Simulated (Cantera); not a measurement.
A perfectly stirred reactor is fed with 6.72 % H2, 93.3 % O2, at 6.15 Torr; it is held at 1250 K, and followed from long to short residence time.

Model: the H2/O2 subset of GRI-Mech 3.0, which has no nitrogen chemistry, integrated in Cantera. Radical loss at walls, strong at low pressure, is not modelled. The temperature is held fixed by assumption; the heat of reaction is taken as removed at once.

Problem. Predict: x(H2) at τ = 0.400 s; x(O2) at τ = 0.400 s; x(H2O) at τ = 0.400 s; x(H2O2) at τ = 0.400 s; x(O) at τ = 0.400 s; x(H2) at τ = 23.0 ms; x(O2) at τ = 23.0 ms; x(H2O) at τ = 23.0 ms; x(H2O2) at τ = 23.0 ms; x(O) at τ = 23.0 ms.

Solution. 
- x(H2) at τ = 0.400 s: 0.000577
- x(O2) at τ = 0.400 s: 0.917
- x(H2O) at τ = 0.400 s: 0.0660
- x(H2O2) at τ = 0.400 s: 6.48e-8
- x(O) at τ = 0.400 s: 0.0119
- x(H2) at τ = 23.0 ms: 0.00232
- x(O2) at τ = 23.0 ms: 0.891
- x(H2O) at τ = 23.0 ms: 0.0580
- x(H2O2) at τ = 23.0 ms: 7.84e-8
- x(O) at τ = 23.0 ms: 0.0336
